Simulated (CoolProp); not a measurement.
Normal hydrogen at 293.15 K and 2.47 MPa is throttled through a valve to 0.695 MPa with no heat exchange. Each further row changes one setting.

Computed with CoolProp (reference Helmholtz-energy equation of state, Leachman 2009).

```json
[
 {"case": "as stated", "temperature change (K)": "+0.5", "final density (kg/m³)": "[?]"},
 {"case": "outlet pressure 0.208 MPa", "temperature change (K)": "[?]", "final density (kg/m³)": "[?]"},
 {"case": "outlet pressure 0.903 MPa", "temperature change (K)": "+0.5", "final density (kg/m³)": "[?]"}
]
```

Problem. Complete the blanks.

Solution. 
- as stated, final density (kg/m³): 0.571
- outlet pressure 0.208 MPa, temperature change (K): +0.7
- outlet pressure 0.208 MPa, final density (kg/m³): 0.171
- outlet pressure 0.903 MPa, final density (kg/m³): 0.742
